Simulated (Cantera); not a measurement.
Input: 1 mol toluene, 0.41 mol H2, equilibrated at 1625 °C and 16.0 Pa.

Cantera equilibrium calculation (NASA polynomials, part measured and part estimated; ideal gas, pure solids and liquids). Candidate condensed phases: C, C6H6, C7H8, C8H18; 76 gas species. Equilibrium is a limit: real reactors are often held back by kinetics, nucleation or transport.

Base state: H2 0.940, H 0.0600, C2H2 (acetylene) 0.000354 (mole fractions); condensed: C(graphite).

### Question
What changes in the equilibrium state with this change: pressure from 16.0 Pa to 2.40 mbar?

### Answer
```csv
species,before,after
H2,0.940,0.984
H,0.0600,0.0158
C2H2 (acetylene),0.000354,0.000371
"C(graphite), mol",7.00,7.00
```
